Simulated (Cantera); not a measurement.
**Diamond growth**

A diamond (100) surface in a fixed gas of H2 with x(CH4) = 0.03, x(H) = 0.00025, x(CH3) = 0.0011, at 1225 K; coverages are run to steady state.

Detailed kinetics in Cantera: the Harris–Goodwin 1993 mechanism for the reconstructed diamond (100) surface.

```
P (Pa)  growth (µm/h)  θ c6HH  θ c6H*  θ c6*H   θ c6**    θ c6HM
------  -------------  ------  ------  ------  -------  --------
440            0.0666   0.522  0.0347   0.424  0.00978  0.000626
720             0.131   0.521  0.0346   0.423  0.00936   0.00104
1200            0.254   0.520  0.0345   0.422  0.00900   0.00176
1900            0.452   0.519  0.0345   0.420  0.00875   0.00280
3100            0.831   0.518  0.0343   0.419  0.00855   0.00457
5100             1.56   0.515  0.0341   0.416  0.00839   0.00748
8300             2.99   0.511  0.0338   0.413  0.00825    0.0120
14000            6.25   0.505  0.0334   0.407  0.00809    0.0198
```
θ: site fractions in the mechanism's names (c6HH fully hydrogenated, c6H* and c6*H radical sites, c6** diradical, c6HM methylated).
